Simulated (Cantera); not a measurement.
## Mg(OH)2 + CO2 + H2 (calcination and drying)

Charge: 1 mol Mg(OH)2, 0.086 mol CO2, 0.44 mol H2, held at 0.590 bar.

Method: chemical equilibrium by Gibbs-energy minimisation in Cantera with the NASA 1993 tables (ideal gas, pure condensed phases). Candidate condensed phases: C, C6H6, C7H8, C8H18, H2O, Mg, MgCO3, MgO, Mg(OH)2; 116 gas species. The numbers say what is thermodynamically allowed, not how fast it happens.

| T (K) | log p H2O | log p H2 | log p CH4 | log p CO2 | log p CO | log p H | log p OH | n MgO(s) |
|---|---|---|---|---|---|---|---|---|
| 548 | -0.30 | -1.34 | -1.44 | -2.98 | -5.80 | <-12 | <-12 | 1.00 |
| 698 | -0.37 | -0.90 | -1.90 | -1.67 | -3.18 | <-12 | <-12 | 1.00 |
| 848 | -0.41 | -0.78 | -3.66 | -1.54 | -2.40 | -11.11 | <-12 | 1.00 |
| 998 | -0.40 | -0.79 | -5.49 | -1.59 | -2.13 | -9.06 | -11.34 | 1.00 |
| 1148 | -0.40 | -0.80 | -6.90 | -1.65 | -1.97 | -7.54 | -9.37 | 1.00 |
| 1298 | -0.40 | -0.81 | -8.02 | -1.71 | -1.87 | -6.37 | -7.85 | 1.00 |
| 1448 | -0.40 | -0.81 | -8.91 | -1.76 | -1.80 | -5.44 | -6.65 | 1.00 |
| 1598 | -0.39 | -0.82 | -9.65 | -1.81 | -1.75 | -4.68 | -5.67 | 1.000 |
| 1748 | -0.39 | -0.82 | -10.26 | -1.85 | -1.72 | -4.05 | -4.86 | 1.000 |
| 1898 | -0.39 | -0.82 | -10.77 | -1.88 | -1.69 | -3.52 | -4.17 | 1.000 |
| 2048 | -0.39 | -0.83 | -11.21 | -1.92 | -1.68 | -3.06 | -3.59 | 1.000 |
| 2198 | -0.39 | -0.83 | -11.59 | -1.94 | -1.66 | -2.67 | -3.09 | 1.000 |
log p: log10 of the partial pressure in bar; n: condensed amount in mol.

From 548 K to 2198 K the condensed part is MgO(s).
